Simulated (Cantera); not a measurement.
A perfectly stirred reactor is fed with H2 : O2 = 0.052 : 1 (molar parts), equivalence ratio 0.026, at 1330 Pa; it is held at 1250 K, and followed from long to short residence time.

Computed with Cantera and GRI-Mech 3.0 (53 species, 325 reactions). Radical loss at walls, strong at low pressure, is not modelled. The temperature is held fixed by assumption; the heat of reaction is taken as removed at once.

x: mole fraction; the columns are a selection and need not sum to one.

| τ (s) | x H2 | x O2 | x HO2 | x H | x H2O |
|---|---|---|---|---|---|
| 7.0 | 4.96e-5 | 0.948 | ? | 4.10e-5 | 0.0502 |
| 3.5 | 7.62e-5 | 0.947 | ? | 8.10e-5 | 0.0500 |
| 1.8 | 0.000114 | 0.946 | ? | 0.000154 | 0.0498 |
| 0.91 | 0.000173 | 0.945 | ? | 0.000294 | 0.0495 |
| 0.46 | 0.000258 | 0.942 | ? | 0.000550 | 0.0491 |
| 0.23 | 0.000383 | 0.939 | ? | 0.00100 | 0.0484 |
| 0.12 | 0.000549 | 0.935 | ? | 0.00168 | 0.0476 |
| 0.060 | 0.000793 | 0.930 | 2.55e-6 | 0.00272 | 0.0464 |
| 0.031 | 0.00112 | 0.925 | 2.76e-6 | 0.00395 | 0.0451 |
| 0.016 | 0.00160 | 0.921 | 2.93e-6 | 0.00526 | 0.0435 |
| 0.0079 | 0.00244 | 0.918 | 3.08e-6 | 0.00656 | 0.0417 |

Fill in the missing entries.


- 7.0, x HO2: 6.46e-7
- 3.5, x HO2: 8.55e-7
- 1.8, x HO2: 1.09e-6
- 0.91, x HO2: 1.37e-6
- 0.46, x HO2: 1.68e-6
- 0.23, x HO2: 1.99e-6
- 0.12, x HO2: 2.28e-6
